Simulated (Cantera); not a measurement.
A freely propagating, adiabatic, planar premixed flame of 11.8 % CH4, 21.5 % O2, 66.7 % N2, equivalence ratio 1.1, unburnt at 648 K and 0.860 bar; mixture-averaged transport, grid criteria slope 0.08 and curve 0.16, no radiation.

Model: GRI-Mech 3.0 (53 species, 325 reactions), integrated in Cantera. Burning velocities carry a grid error of a few per cent, more on coarse grids.

Question: Predict: laminar burning velocity; thermal thickness; peak x(H2); peak x(C2H6); peak x(H2O2).

Answer: 
```
Property                    Result
------------------------  --------
laminar burning velocity  199 cm/s
thermal thickness         0.300 mm
peak x(H2)                  0.0378
peak x(C2H6)               0.00153
peak x(H2O2)               9.78e-6
```
